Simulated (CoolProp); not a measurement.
Vapour-liquid equilibrium of isopentane (1) + R365MFC (2) at 0.0279 MPa; x and y are mole fractions of (1).

The numbers come from the multi-fluid Helmholtz-energy mixture model, Lemmon 2006 and Lemmon 2016; pair parameters Bell 2016 in CoolProp.

```tsv
x	bubble temperature, mixture model (°C)	bubble temperature, Raoult's law (°C)	y, mixture model	y, Raoult's law
0.05	(withheld)	7.8	(withheld)	0.086
0.125	-3.3	6.6	0.495	0.204
0.2	-6.2	5.4	0.589	0.311
0.275	-7.8	4.3	0.636	0.409
0.35	-8.5	3.2	0.660	0.497
0.425	-8.9	2.2	0.673	0.577
0.5	-9.0	1.1	0.680	0.650
0.575	-9.1	0.2	0.684	0.717
0.65	-9.1	-0.8	0.690	0.778
0.725	-9.1	-1.7	0.701	0.833
0.8	-9.0	-2.6	(withheld)	0.884
0.875	-8.5	-3.5	0.768	0.931
0.95	-7.0	-4.3	0.867	0.973
```

Problem. What belongs in the gaps?

Solution. 
- 0.05, bubble temperature, mixture model (°C): 2.3
- 0.05, y, mixture model: 0.290
- 0.8, y, mixture model: 0.723

The largest gap from Raoult's law is -12.1 K in bubble temperature, at x = 0.275. y crosses x between x = 0.65 and 0.725: the model has an azeotrope there.

The pair parameters rest on a limited set of measurements; away from them the model extrapolates.
